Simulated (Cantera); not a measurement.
A closed system holds: 1 mol AlN, 0.026 mol Cl2, held at 1573 K and 2.60 bar.

Method: chemical equilibrium by Gibbs-energy minimisation in Cantera with the NASA 1993 tables (ideal gas, pure condensed phases). Candidate condensed phases: Al, AlCl3, AlN; 11 gas species. The tables' values for AlCl2 are old estimates; treat these amounts as uncertain. Kinetics and transport are ignored.

Base state: AlCl3 0.658, N2 0.334, AlCl2 0.00693, Al2Cl6 0.000864, AlCl 0.000437 (mole fractions); condensed: AlN(s).

**Question.** What changes in the equilibrium state with this change: AlN replaced by B?

**Answer.** 
```csv
species,before,after
BCl3,0,0.996
BCl2,0,0.00346
BCl,0,0.000221
AlCl3,0.658,0
N2,0.334,0
AlCl2,0.00693,0
Al2Cl6,0.000864,0
AlCl,0.000437,0
Cl,5.40e-6,1.31e-5
"AlN(s), mol",0.983,0
"B(s), mol",0,0.983
```
The tables' values for BCl2, BCl are old estimates; treat these amounts as uncertain. Further candidate phases: B.
